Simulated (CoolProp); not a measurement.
Values from CoolProp's reference Helmholtz-energy equation of state, Thol 2019.

Task: For n-pentane, give the phase and the cv (kJ/(kg K)), Joule-Thomson coefficient (K/MPa), conductivity (mW/(m K)) at 40.55 °C and 0.0552 MPa; 25.25 °C and 15.6 MPa; 307.85 °C and 0.0454 MPa.

Result: 
- 40.55 °C and 0.0552 MPa: gas; cv 1.63, Joule-Thomson coefficient 29.0, conductivity 16.0
- 25.25 °C and 15.6 MPa: liquid; cv 1.74, Joule-Thomson coefficient -0.414, conductivity 121
- 307.85 °C and 0.0454 MPa: gas; cv 2.72, Joule-Thomson coefficient 4.21, conductivity 52.4

Thermal conductivity comes from a separate model (Vassiliou 2015).
